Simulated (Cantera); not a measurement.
An isothermal, constant-pressure homogeneous reactor starts with C₂H₆ : H₂ = 1 : 6.1 (molar parts), at 1398 K and 750 Torr.

Model: GRI-Mech 3.0 (53 species, 325 reactions), integrated in Cantera. GRI-Mech 3.0 stops at C3 and has no aromatics, soot or wall deposition, so with more carbon than oxygen in the feed, carbon stays in small species such as C2H2 where larger ones or solid carbon would form.

x: mole fraction; the columns are a selection and need not sum to one.

```tsv
t (s)	x C₂H₆	x H₂	x CH₃	x CH₄	x C₂H	x C₂H₂	x C₂H₄
3.00e-6	0.141	0.859	?	6.64e-5	<1e-12	3.14e-10	3.64e-5
1.02e-5	0.140	0.859	?	0.000394	<1e-12	9.02e-8	0.000702
3.44e-5	0.130	0.858	?	0.00330	<1e-12	9.88e-6	0.00707
0.000116	0.0933	0.855	?	0.0183	2.33e-11	0.000270	0.0323
0.000393	0.0319	0.847	?	0.0459	2.12e-10	0.00260	0.0719
0.00133	0.00389	0.844	?	0.0599	4.07e-10	0.00986	0.0826
0.00451	0.00111	0.843	?	0.0634	4.56e-10	0.0200	0.0722
0.0152	0.000760	0.842	?	0.0683	6.87e-10	0.0358	0.0526
0.0516	0.000499	0.839	2.54e-5	0.0777	7.31e-10	0.0475	0.0356
0.175	0.000408	0.827	2.59e-5	0.0976	5.67e-10	0.0450	0.0297
0.591	0.000312	0.804	2.66e-5	0.136	3.33e-10	0.0358	0.0232
2.00	0.000205	0.775	2.55e-5	0.186	1.54e-10	0.0237	0.0150
```

Question: Fill in the missing entries.

Answer: 
- 3.00e-6, x CH₃: 5.12e-5
- 1.02e-5, x CH₃: 8.88e-5
- 3.44e-5, x CH₃: 0.000260
- 0.000116, x CH₃: 0.000288
- 0.000393, x CH₃: 0.000167
- 0.00133, x CH₃: 5.74e-5
- 0.00451, x CH₃: 3.13e-5
- 0.0152, x CH₃: 2.81e-5
